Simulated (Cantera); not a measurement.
Input: 1 mol B₂H₆, 4.9 mol O₂, held at 1373.15 K and 0.150 bar.

Equilibrium computed with Cantera from the NASA thermochemical tables; the gas is ideal and each condensed phase is pure. Candidate condensed phases: B, B₂O₃, B₃O₃H₃, H₂O; 23 gas species. The feed counts by its element totals alone. Gases not in the tables: H₃BO₃. Rates play no part.

Base state: H₂O 0.599, O₂ 0.385, HBO₂ 0.0141, (HBO₂)₃ 0.00118, OH 0.000107 (mole fractions); condensed: B₂O₃(l).

### Question
What changes in the equilibrium state with this change: B₂H₆ replaced by borazine?

### Answer
| species | before | after |
|---|---|---|
| H₂O | 0.599 | 0.520 |
| N₂ | 0 | 0.264 |
| O₂ | 0.385 | 0.202 |
| HBO₂ | 0.0141 | 0.0131 |
| NO | 0 | 0.000353 |
| OH | 0.000107 | 8.50e-5 |
| (HBO₂)₃ | 0.00118 | 0.000952 |
| B₂O₃(l), mol | 0.956 | 1.45 |
Further candidate phases: BN.
